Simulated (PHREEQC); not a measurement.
A solution holds 0.0099 mol ZnCl2, 0.0021 mol NaOH and 0.083 mol H2SO4 per kg of water, at 65 °C. Closed to the air; pH follows from the charge balance.

Equilibrium calculation in PHREEQC: ion-association model, phreeqc.dat.

### Question
The ionic strength comes out as 0.125 mol/kgw. What activity coefficients do H+, ZnCl+, SO4-2, Cl-, NaSO4- get?

### Answer
H+ 0.81, ZnCl+ 0.74, SO4-2 0.32, Cl- 0.73, NaSO4- 0.76.

No solid was allowed to form. At this temperature some constants are extrapolated from 25 °C, and those without enthalpy data are left unchanged.
